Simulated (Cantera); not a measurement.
Cantera run:

```python
import numpy as np
import cantera as ct

gas_names = """
    AL ALN ALO ALO2 AL2 AL2O AL2O2 N NO NO2 NO3 N2 N2O O O2 O3
""".split()
cond_names = """
    AL(cr) AL(L) ALN(s) AL2O3(a) AL2O3(L)
""".split()


# ... load() reads the species with a 1 bar reference pressure and builds the phases ...
atoms = {
    'AlN': {'AL': 1, 'N': 1},
    'O2': {'O': 2},
    'N2': {'N': 2},
}
top_T = {'ALN(s)': 2750}  # K; cautious upper limits of use, not melting points


# ... equilibrate(T, P, feed) seeds the gas with the atoms and calls Mixture.equilibrate('TP', solver="vcs", rtol=1e-11, max_steps=5000) ...
results = []
feed = {'AlN': 1, 'O2': 0.55, 'N2': 17}  # mol
T = 973.15  # K
P = 8.7  # Pa
mix = equilibrate(T, P, feed)
results.append((T, P, feed, dict(zip(mix.species_names, mix.species_moles))))
x = sorted(zip(gas.X, gas.species_names), reverse=True)
print(f"T = {T:g} K  P = {P:g} Pa  gas = {mix.phase_moles(0):.4g} mol")
print("   x: " + "  ".join(f"{s} {v:.3e}" for v, s in x if v > 0.001))
print("   condensed (mol): " + ("  ".join(f"{mix.phase(i).name} {mix.phase_moles(i):.4g}"
      for i in range(1, mix.n_phases) if mix.phase_moles(i) > 1e-12) or "none"))
```

Result:

```
T = 973.15 K  P = 8.7 Pa  gas = 17.37 mol
   x: N2 1.000e+00
   condensed (mol): ALN(s) 0.2667  AL2O3(a) 0.3667
```

Cantera equilibrium calculation (NASA polynomials, part measured and part estimated; ideal gas, pure solids and liquids).
